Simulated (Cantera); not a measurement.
Feed: 1 mol Nb, 1.9 mol O2, at 2.80 Pa.

Cantera equilibrium calculation (NASA polynomials, part measured and part estimated; ideal gas, pure solids and liquids). Candidate condensed phases: Nb, NbO, NbO2, Nb2O5; 6 gas species. Condensed phases not in the tables: the oxides between NbO2 and Nb2O5. Equilibrium is a limit: real reactors are often held back by kinetics, nucleation or transport. All values below are at 1525 K.

Base state: O2 0.999, O 0.00107 (mole fractions); condensed: Nb2O5(s).

Q: What changes in the equilibrium state with this change: Nb replaced by Ta?

A: 
| species | before | after |
|---|---|---|
| O2 | 0.999 | 0.999 |
| O | 0.00107 | 0.00107 |
| Nb2O5(s), mol | 0.500 | 0 |
| Ta2O5(s), mol | 0 | 0.500 |
Further candidate phases: Ta, Ta2O5.
